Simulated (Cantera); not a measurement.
Charge: 1 mol Al2O3, 0.01 mol N2, at 2727 °C.

Method: chemical equilibrium by Gibbs-energy minimisation in Cantera with the NASA 1993 tables (ideal gas, pure condensed phases). Candidate condensed phases: Al, AlN, Al2O3; 16 gas species. Kinetics and transport are ignored.

### Question
Which condensed phases are stable at each of these points (P (Pa)): 1, 5.60, 32, 180, 1000, 5600, 32000, 180000, 1000000?

### Answer
| P (Pa) | condensed phases | Al condensed (%) |
|---|---|---|
| 1 | gas only | 0.0 |
| 5.60 | gas only | 0.0 |
| 32 | gas only | 0.0 |
| 180 | gas only | 0.0 |
| 1000 | Al2O3(l) | 99.9 |
| 5600 | Al2O3(l) | 100.0 |
| 32000 | Al2O3(l) | 100.0 |
| 180000 | Al2O3(l) | 100.0 |
| 1000000 | Al2O3(l) | 100.0 |

From 1.00 Pa to 180 Pa nothing is condensed. From 1000 Pa to 1000000 Pa the condensed part is Al2O3(l).
